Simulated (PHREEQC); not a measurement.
0.043 g of hydrous ferric oxide (600 m²/g; 0.2 weak and 0.005 strong sites per Fe, Dzombak-Morel constants, diffuse double layer) in 1 kg of water with 0.01 mol/kgw of an inert sodium salt and 1.9e-05 mol MgCl2, at 25 °C; the pH is set by adding NaOH or the inert anion's acid. Oxygen alone is held at its pressure in air (log pO2 = -0.68). CO2 from the air is kept out. Precipitation was switched off in this run.

Base run: PHREEQC, ion-association model, wateq4f.dat. Each further column changes one thing. The table gives surface charge σ (C/m²).

| pH | base | background salt from 0.01 to 0.001 mol/kgw | oxide from 0.043 to 0.21 g/kgw |
|---|---|---|---|
| 3 | 0.325 | 0.254 | 0.325 |
| 4 | 0.216 | 0.119 | 0.217 |
| 4.5 | 0.160 | 0.079 | 0.161 |
| 5.5 | 0.077 | 0.032 | 0.077 |
| 6.5 | 0.030 | 0.011 | 0.030 |
| 7.5 | 0.008 | 0.003 | 0.008 |
| 8 | 0.002 | 0.001 | 0.002 |
| 9 | -0.008 | -0.003 | -0.012 |

The oxide is taken as insoluble; below pH 4 it would dissolve.
